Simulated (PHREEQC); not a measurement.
Make-up at 25 °C: 0.13 mol NaOH, 7.9e-06 mol CO2 and 0.053 mol K3PO4 per kg of water. Closed to the air; pH follows from the charge balance.

The numbers come from PHREEQC with the ion-association model, wateq4f.dat.

Each row changes one thing in this solution. Precipitation was switched off in this run.

```tsv
case	pH	ionic strength (mol/kgw)	CO3-2 (mol/kgw)	NaCO3- (mol/kgw)	HCO3- (mol/kgw)	NaHCO3 (mol/kgw)	SI of Natron (Na2CO3:10H2O)	SI of Nahcolite (NaHCO3)
as made	12.93	0.443	4.97e-6	2.92e-6	4.23e-9	1.39e-10	-6.72	-9.02
CO2 from 7.9e-06 to 1.19e-05 mol/kgw	12.93	0.443	7.49e-6	4.40e-6	6.37e-9	2.09e-10	-6.54	-8.84
K3PO4 from 0.053 to 0.0106 mol/kgw	12.97	0.192	4.50e-6	3.40e-6	4.32e-9	1.69e-10	-6.59	-8.96
K3PO4 from 0.053 to 0.265 mol/kgw	12.88	1.70	5.41e-6	2.49e-6	3.77e-9	8.93e-11	-6.87	-9.08
diluted 2-fold with water	12.68	0.218	2.89e-6	1.05e-6	5.29e-9	1.01e-10	-7.40	-9.18
temperature from 25 to 45 °C	12.34	0.436	3.23e-6	4.66e-6	7.61e-9	2.44e-10	-7.66	-8.94
K3PO4 replaced by KBr at the same molality	12.97	0.183	4.46e-6	3.43e-6	4.33e-9	1.71e-10	-6.59	-8.95
temperature from 25 to 80 °C	11.56	0.418	1.25e-6	6.64e-6	1.41e-8	4.32e-10	-9.21	-8.95
```

The ionic strength passes 0.7 mol/kgw, the rough limit of the ion-association models, in K3PO4 from 0.053 to 0.265 mol/kgw. H3PO4, which wateq4f.dat lacks, is added to it with the constant of phreeqc.dat. Constants without temperature data keep their 25 °C values here.
